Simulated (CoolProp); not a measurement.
Saturation properties of CHF3 (R23).

Model: reference Helmholtz-energy equation of state, Penoncello 2003, in CoolProp.

```json
[
 {"T (K)": "149.6", "p (kPa)": "4.130", "liquid density (kg/m³)": "1596", "enthalpy of vaporisation (kJ/kg)": "270.5", "surface tension (mN/m)": "24.8"},
 {"T (K)": "153.3", "p (kPa)": "5.968", "liquid density (kg/m³)": "1583", "enthalpy of vaporisation (kJ/kg)": "267.9", "surface tension (mN/m)": "24.1"},
 {"T (K)": "157", "p (kPa)": "8.453", "liquid density (kg/m³)": "1570", "enthalpy of vaporisation (kJ/kg)": "265.2", "surface tension (mN/m)": "23.4"},
 {"T (K)": "160.6", "p (kPa)": "11.65", "liquid density (kg/m³)": "1557", "enthalpy of vaporisation (kJ/kg)": "262.7", "surface tension (mN/m)": "22.7"},
 {"T (K)": "164.3", "p (kPa)": "15.92", "liquid density (kg/m³)": "1544", "enthalpy of vaporisation (kJ/kg)": "260.0", "surface tension (mN/m)": "22.0"},
 {"T (K)": "168", "p (kPa)": "21.41", "liquid density (kg/m³)": "1531", "enthalpy of vaporisation (kJ/kg)": "257.3", "surface tension (mN/m)": "21.3"},
 {"T (K)": "171.6", "p (kPa)": "28.17", "liquid density (kg/m³)": "1518", "enthalpy of vaporisation (kJ/kg)": "254.6", "surface tension (mN/m)": "20.6"},
 {"T (K)": "175.3", "p (kPa)": "36.83", "liquid density (kg/m³)": "1505", "enthalpy of vaporisation (kJ/kg)": "251.8", "surface tension (mN/m)": "19.9"},
 {"T (K)": "179", "p (kPa)": "47.54", "liquid density (kg/m³)": "1491", "enthalpy of vaporisation (kJ/kg)": "249.0", "surface tension (mN/m)": "19.2"},
 {"T (K)": "182.7", "p (kPa)": "60.62", "liquid density (kg/m³)": "1477", "enthalpy of vaporisation (kJ/kg)": "246.1", "surface tension (mN/m)": "18.5"}
]
```

It boils at 191.1 K under 1 atm.

Surface tension comes from a separate correlation (Mulero 2012).
